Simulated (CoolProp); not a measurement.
Vapour-liquid equilibrium of R134a (1) + R227EA (2) at 244.4 K; x and y are mole fractions of (1).

Computed with CoolProp (multi-fluid Helmholtz-energy mixture model, Tillner-Roth 1994 and Lemmon 2016; pair parameters Bell 2016).

Task: Give the bubble pressure and the first vapour's composition at x = 0.275, 0.575, 0.95. Is there an azeotrope?

Result: x = 0.275: 0.06930 MPa, y = 0.389; x = 0.575: 0.07939 MPa, y = 0.670; x = 0.95: 0.08856 MPa, y = 0.960. No azeotrope shows between x = 0.05 and 0.95.

The pair parameters rest on a limited set of measurements; away from them the model extrapolates.
